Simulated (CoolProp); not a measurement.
Vapour-liquid equilibrium of cyclohexane (1) + toluene (2) at 136.95 °C; x and y are mole fractions of (1).

Computed with CoolProp (multi-fluid Helmholtz-energy mixture model, Zhou 2014 and Lemmon 2006; pair parameters Bell 2016).

```csv
x,"bubble pressure, mixture model (MPa)","bubble pressure, Raoult's law (MPa)","y, mixture model","y, Raoult's law"
0.05,0.2180,0.2136,0.112,0.099
0.2,0.2605,0.2465,0.360,0.342
0.35,0.2979,0.2794,0.531,0.529
0.5,0.3310,0.3123,0.662,0.676
0.65,0.3610,0.3452,0.771,0.795
0.8,0.3884,0.3781,0.870,0.893
0.95,0.4139,0.4110,0.967,0.975
```

The largest gap from Raoult's law is +6.6 % in bubble pressure, at x = 0.35. No azeotrope shows between x = 0.05 and 0.95.

The pair parameters rest on a limited set of measurements; away from them the model extrapolates.
